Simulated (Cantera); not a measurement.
A Cantera script and what it prints.

```python
import numpy as np
import cantera as ct

gas_names = [...]  # 113 gases of nasa_gas.yaml made of C, Cu, H, O
cond_names = """
    C(gr) C6H6(L) C7H8(L) C8H18(L),n-octa Cu(cr) Cu(L) CuO(s) CuO2H2(s) Cu2O(s) Cu2O(L) H2O(s) H2O(L)
""".split()


# ... load() reads the species with a 1 bar reference pressure and builds the phases ...
atoms = {
    'Cu2O': {'Cu': 2, 'O': 1},
    'C': {'C': 1},
    'H2': {'H': 2},
}
top_T = {'C(gr)': 4500, 'CuO(s)': 1390}  # K; cautious upper limits of use, not melting points


# ... equilibrate(T, P, feed) seeds the gas with the atoms and calls Mixture.equilibrate('TP', solver="vcs", rtol=1e-11, max_steps=5000) ...
results = []
feed = {'Cu2O': 1, 'C': 3.3, 'H2': 10}  # mol
T = 2250  # K
P = 230000  # Pa
mix = equilibrate(T, P, feed)
results.append((T, P, feed, dict(zip(mix.species_names, mix.species_moles))))
print(gas.report(threshold=0.001))
for i in range(1, mix.n_phases):
    print(f"{mix.phase(i).name:16s} {mix.phase_moles(i):12.5e} mol")
```

Output:

```
       temperature   2250 K
          pressure   2.3e+05 Pa
           density   0.065534 kg/m^3
  mean mol. weight   5.3304 kg/kmol
   phase of matter   gas

                          1 kg             1 kmol
                     ---------------   ---------------
          enthalpy        1.1005e+07        5.8661e+07  J
   internal energy        7.4955e+06        3.9954e+07  J
           entropy             36780        1.9605e+05  J/K
    Gibbs function       -7.1749e+07       -3.8245e+08  J
 heat capacity c_p            6579.6             35071  J/K
 heat capacity c_v            5019.7             26757  J/K

                      mass frac. Y      mole frac. X     chem. pot. / RT
                     ---------------   ---------------   ---------------
                CO           0.46973           0.08939           -35.601
    C2H2,acetylene          0.014516         0.0029717           -25.194
                Cu           0.17452          0.014639           -8.2397
                 H        0.00087252         0.0046139           -9.5742
                H2           0.33576           0.88776           -19.148
     [ +108 minor]         0.0045996        0.00062729

C(gr)             2.22782e+00 mol
Cu(L)             1.83340e+00 mol
Cu2O(L)           0.00000e+00 mol
```

Method: chemical equilibrium by Gibbs-energy minimisation in Cantera with the NASA 1993 tables (ideal gas, pure condensed phases).
